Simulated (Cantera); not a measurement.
A perfectly stirred reactor is fed with 1.33 % CH₄, 1.73 % C₂H₆, 18.1 % O₂, 68.3 % N₂, 10.5 % H₂O, at 5.40 bar; it is adiabatic with a 650 K inlet, and is followed from long to short residence time, starting on the burning branch (τ in s: 0.11, 0.046, 0.02, 0.0084, 0.0036, 0.0016, 0.00067, 0.00029, 0.00012, 5.3e-05, 2.3e-05, 9.8e-06).

Cantera simulation using GRI-Mech 3.0 (53 species, 325 reactions); the numbers are that mechanism's predictions, not measurements.

One state of this run: T (K) = 1587; x CH₄ = 6.69e-5; x C₂H₆ = 2.18e-5; x O₂ = 0.0947; x N₂O = 1.65e-6; x OH = 0.000625; x H₂O = 0.181. x: mole fraction; the columns are a selection and need not sum to one.

Problem. Which value of τ (s) does it belong to?
(A) 0.0036
(B) 0.0084
(C) 9.8e-6
(D) 0.0016

Solution. D, 0.0016
